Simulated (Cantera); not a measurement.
Input: 1 mol Cu2O, 3.2 mol C, 6.5 mol N2, equilibrated at 10000 Pa.

Cantera equilibrium calculation (NASA polynomials, part measured and part estimated; ideal gas, pure solids and liquids). Candidate condensed phases: C, Cu, CuO, Cu2O; 27 gas species. Kinetics and transport are ignored.

Question: At 1100 K, list the 3 most abundant gas species with their mole fractions, and the condensed phases.

Answer: N2 0.867, CO 0.133, CO2 0.000156. Condensed: C(graphite) + Cu(s).
